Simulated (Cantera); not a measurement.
A Cantera script and what it prints.

```python
import numpy as np
import cantera as ct

gas_names = """
    H HNO HNO2 HNO3 HO2 H2 H2O H2O2 N NH NH2 NH3 NH2OH NO NO2 NO3 N2 N2H2 N2H4 N2O O OH O2 O3
""".split()
cond_names = """
    H2O(s) H2O(L)
""".split()


# ... load() reads the species with a 1 bar reference pressure and builds the phases ...
atoms = {
    'N2O': {'N': 2, 'O': 1},
    'H2': {'H': 2},
}
top_T = {}  # K; cautious upper limits of use, not melting points


# ... equilibrate(T, P, feed) seeds the gas with the atoms and calls Mixture.equilibrate('TP', solver="vcs", rtol=1e-11, max_steps=5000) ...
results = []
feed = {'N2O': 1, 'H2': 0.1}  # mol
T = 3323.15  # K
P = 101325  # Pa
mix = equilibrate(T, P, feed)
results.append((T, P, feed, dict(zip(mix.species_names, mix.species_moles))))
x = sorted(zip(gas.X, gas.species_names), reverse=True)
print(f"T = {T:g} K  P = {P:g} Pa  gas = {mix.phase_moles(0):.4g} mol")
print("   x: " + "  ".join(f"{s} {v:.3e}" for v, s in x if v > 1e-05))
print("   condensed (mol): " + ("  ".join(f"{mix.phase(i).name} {mix.phase_moles(i):.4g}"
      for i in range(1, mix.n_phases) if mix.phase_moles(i) > 1e-12) or "none"))
```

Output:

```
T = 3323.15 K  P = 101325 Pa  gas = 1.717 mol
   x: N2 5.564e-01  O2 1.721e-01  O 1.270e-01  NO 5.173e-02  OH 4.065e-02  H 2.805e-02  H2O 1.855e-02  H2 5.316e-03  N 6.781e-05  HO2 2.689e-05  NO2 2.237e-05
   condensed (mol): none
```

Cantera equilibrium calculation (NASA polynomials, part measured and part estimated; ideal gas, pure solids and liquids).
